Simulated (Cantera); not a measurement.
Input: 1 mol Cu₂O, 4 mol C, 18 mol N₂, held at 2.50 bar.

Cantera equilibrium calculation (NASA polynomials, part measured and part estimated; ideal gas, pure solids and liquids). Candidate condensed phases: C, Cu, CuO, Cu₂O; 27 gas species. Rates play no part.

x: gas mole fraction; n: condensed amount in mol.

```tsv
T (K)	x N₂	x CO	x Cu	x CO₂	x Cu₂	x C₂N₂	x CN	n C(graphite)	n Cu(s)	n Cu(l)
1150	0.948	0.0521	1.16e-9	0.000268	<1e-12	1.60e-12	<1e-12	3.01	2.00	0
1225	0.947	0.0525	___	___	<1e-12	___	<1e-12	3.00	2.00	0
1300	0.947	0.0526	6.31e-8	3.57e-5	5.18e-12	6.94e-11	<1e-12	3.00	2.00	0
1375	0.947	0.0526	3.29e-7	1.54e-5	5.31e-11	3.36e-10	2.31e-12	3.00	0	2.00
1450	0.947	0.0526	___	___	___	___	___	3.00	0	2.00
1525	0.947	0.0526	4.98e-6	3.70e-6	2.29e-9	4.95e-9	9.95e-11	3.00	0	2.00
1600	0.947	0.0526	1.59e-5	2.01e-6	1.14e-8	1.57e-8	5.00e-10	3.00	0	2.00
1675	0.947	0.0526	4.57e-5	1.16e-6	4.88e-8	4.50e-8	2.17e-9	3.00	0	2.00
1750	0.947	0.0526	0.000119	7.04e-7	1.83e-7	1.18e-7	8.29e-9	3.00	0	2.00
1825	0.947	0.0526	0.000288	4.46e-7	6.14e-7	2.85e-7	2.84e-8	3.00	0	1.99
1900	0.947	0.0526	0.000646	2.93e-7	1.86e-6	6.41e-7	8.79e-8	3.00	0	1.99
1975	0.946	0.0526	0.00136	1.99e-7	5.16e-6	1.36e-6	2.50e-7	3.00	0	1.97
```

Question: Complete the blanks.

Answer: 
- 1225, x Cu: 9.68e-9
- 1225, x CO₂: 9.21e-5
- 1225, x C₂N₂: 1.18e-11
- 1450, x Cu: 1.38e-6
- 1450, x CO₂: 7.26e-6
- 1450, x Cu₂: 3.85e-10
- 1450, x C₂N₂: 1.38e-9
- 1450, x CN: 1.67e-11
